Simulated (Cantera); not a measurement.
A Cantera script and what it prints.

```python
import numpy as np
import cantera as ct

gas_names = """
    H HNO HNO2 HNO3 HO2 H2 H2O H2O2 H2S H2SO4 N NH NH2 NH3 NH2OH NO NO2 NO3 N2 N2H2 N2H4 N2O O OH O2 O3
    S SH SN SO SO2 SO3 S2 S2O S8
""".split()
cond_names = """
    H2O(s) H2O(L) H2SO4(L) S(cr1) S(cr2) S(L)
""".split()


# ... load() reads the species with a 1 bar reference pressure and builds the phases ...
atoms = {
    'N2O': {'N': 2, 'O': 1},
    'SO2': {'S': 1, 'O': 2},
    'H2': {'H': 2},
}
top_T = {}  # K; cautious upper limits of use, not melting points


# ... equilibrate(T, P, feed) seeds the gas with the atoms and calls Mixture.equilibrate('TP', solver="vcs", rtol=1e-11, max_steps=5000) ...
results = []
T = 1525  # K
P = 133.322  # Pa
for m in [0.062, 0.073, 0.085, 0.1, 0.12, 0.14, 0.16, 0.19, 0.22, 0.26, 0.3, 0.35, 0.41]:
    feed = {'N2O': 1, 'SO2': m, 'H2': 1.8}  # mol
    mix = equilibrate(T, P, feed)
    results.append((T, P, feed, dict(zip(mix.species_names, mix.species_moles))))

top = {s: max(r[3][s] / sum(r[3][g] for g in gas_names) for r in results) for s in gas_names}
cols = sorted((s for s in top if top[s] > 1e-06), key=lambda s: -top[s])[:6]
seen = [c for c in cond_names if any(r[3].get(c, 0) > 1e-12 for r in results)]
print("log10 of partial pressures in bar; condensed amounts in mol")
print(f"{'n(SO2)':>10s}" + "".join(f"{s[:9]:>10s}" for s in cols + seen))
for T, P, feed, n in results:
    ng = sum(n[g] for g in gas_names)
    print(f"{feed['SO2']:10.4g}" + "".join(f"{np.log10(max(n[s] / ng * P / 1e5, 1e-99)):10.3f}" for s in cols)
          + "".join(f"{n.get(c, 0):10.4g}" for c in seen))
```

Result:

```
log10 of partial pressures in bar; condensed amounts in mol
    n(SO2)       H2O        N2        H2       SO2        S2        SO
     0.062    -3.302    -3.329    -3.467    -4.890    -5.263    -5.757
     0.073    -3.298    -3.330    -3.476    -4.823    -5.178    -5.702
     0.085    -3.294    -3.332    -3.485    -4.758    -5.102    -5.651
       0.1    -3.290    -3.333    -3.497    -4.687    -5.024    -5.596
      0.12    -3.284    -3.336    -3.512    -4.604    -4.941    -5.534
      0.14    -3.279    -3.338    -3.527    -4.531    -4.876    -5.481
      0.16    -3.275    -3.340    -3.542    -4.466    -4.822    -5.435
      0.19    -3.269    -3.344    -3.563    -4.381    -4.758    -5.376
      0.22    -3.265    -3.347    -3.583    -4.306    -4.707    -5.326
      0.26    -3.260    -3.352    -3.609    -4.219    -4.655    -5.270
       0.3    -3.257    -3.357    -3.633    -4.145    -4.615    -5.223
      0.35    -3.254    -3.363    -3.661    -4.064    -4.577    -5.173
      0.41    -3.253    -3.371    -3.692    -3.982    -4.543    -5.124
```

Cantera equilibrium calculation (NASA polynomials, part measured and part estimated; ideal gas, pure solids and liquids).
